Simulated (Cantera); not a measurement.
**Reactions in the system F-S**

Cantera with NASA thermochemical tables; ideal gases at 1 bar, condensed phases pure. Values are per mole of reaction as written; species without (g) are pure solids or liquids, kept so even where they would boil at 1 bar.

SF6(g) = F2(g) + SF4(g)

```tsv
T (K)	ΔH° (kJ)	ΔS° (J/K)	ΔG° (kJ)	log10 K
2075	445.4	203.2	23.7	-0.60
2225	443.9	202.5	-6.7	0.16
2375	442.3	201.8	-37.0	0.81
2525	440.8	201.2	-67.2	1.39
2675	439.2	200.6	-97.4	1.90
2825	437.5	200.0	-127.4	2.36
```

SF6(g) = SF4(g) + 2 F(g)

```
T (K)  ΔH° (kJ)  ΔS° (J/K)  ΔG° (kJ)  log10 K
-----  --------  ---------  --------  -------
2075      614.2      332.3     -75.2     1.89
2225      613.1      331.8    -125.0     2.94
2375      612.0      331.3    -174.8     3.84
2525      610.9      330.8    -224.4     4.64
2675      609.8      330.4    -274.0     5.35
2825      608.7      330.0    -323.5     5.98
```

2 SF4(g) = 8 F(g) + S2(g)

```
T (K)  ΔH° (kJ)  ΔS° (J/K)  ΔG° (kJ)  log10 K
-----  --------  ---------  --------  -------
2075     2297.1      924.2     379.4    -9.55
2225     2296.1      923.7     240.8    -5.65
2375     2295.0      923.3     102.2    -2.25
2525     2293.9      922.8     -36.2     0.75
2675     2292.9      922.4    -174.6     3.41
2825     2291.9      922.1    -313.0     5.79
```

S2(g) + 6 F2(g) = 2 SF6(g)

```
T (K)  ΔH° (kJ)  ΔS° (J/K)  ΔG° (kJ)  log10 K
-----  --------  ---------  --------  -------
2075    -2512.4     -814.3    -822.7    20.71
2225    -2506.6     -811.6    -700.7    16.45
2375    -2500.8     -809.1    -579.2    12.74
2525    -2494.8     -806.7    -458.0     9.47
2675    -2488.7     -804.3    -337.2     6.58
2825    -2482.4     -802.0    -216.7     4.01
```
